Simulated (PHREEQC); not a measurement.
A solution holds 0.0079 mol KH2PO4, 0.0026 mol Na2SO4 and 0.79 mol NaCl per kg of water, at 22 °C. Closed to the air; pH follows from the charge balance.

Computed with PHREEQC (ion-association model, wateq4f.dat).

The ionic strength comes out as 0.804 mol/kgw. What activity coefficients do HPO4-2, Na+, NaSO4-, Cl-, K+ get?

HPO4-2 0.18, Na+ 0.71, NaSO4- 0.67, Cl- 0.61, K+ 0.61.

Precipitation was switched off in this run. Caution: at this ionic strength the ion-association model is outside its range; a Pitzer model would be the better tool where its parameters exist. Species that the database lacks are ignored. H3PO4, which wateq4f.dat lacks, is added to it with the constant of phreeqc.dat.
